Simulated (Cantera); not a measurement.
A perfectly stirred reactor is fed with CO : H2 : CH4 : O2 : N2 = 1 : 0.84 : 1.3 : 4.89 : 18.4 (molar parts), at 1600000 Pa; it is adiabatic with a 500 K inlet, and is followed from long to short residence time, starting on the burning branch (τ in s: 0.076, 0.035, 0.016, 0.0077, 0.0036, 0.0017, 0.00077, 0.00036, 0.00017, 7.8e-05, 3.6e-05, 1.7e-05, 7.9e-06).

Model: GRI-Mech 3.0 (53 species, 325 reactions), integrated in Cantera. The pressure lies above the range GRI-Mech 3.0 was tuned for (to about 10 atm).

Q: Predict: blow-out, bracketed by the residence times tried; x(CO) at τ = 76.0 ms; x(H2) at τ = 76.0 ms; x(CH4) at τ = 76.0 ms; x(N2O) at τ = 76.0 ms; x(CO2) at τ = 76.0 ms; x(CO) at τ = 0.770 ms; x(H2) at τ = 0.770 ms; x(CH4) at τ = 0.770 ms; x(N2O) at τ = 0.770 ms; x(CO2) at τ = 0.770 ms.

A: 
```json
{
 "blow_out_bracketed_by_the_residence_times_tried": "burning at 36.0 µs, out at 17.0 µs",
 "x(CO) at τ = 76.0 ms": "0.000313",
 "x(H2) at τ = 76.0 ms": "9.03e-5",
 "x(CH4) at τ = 76.0 ms": "6.30e-7",
 "x(N2O) at τ = 76.0 ms": "1.03e-6",
 "x(CO2) at τ = 76.0 ms": "0.0898",
 "x(CO) at τ = 0.770 ms": "0.00206",
 "x(H2) at τ = 0.770 ms": "0.000337",
 "x(CH4) at τ = 0.770 ms": "3.73e-5",
 "x(N2O) at τ = 0.770 ms": "1.96e-6",
 "x(CO2) at τ = 0.770 ms": "0.0879"
}
```
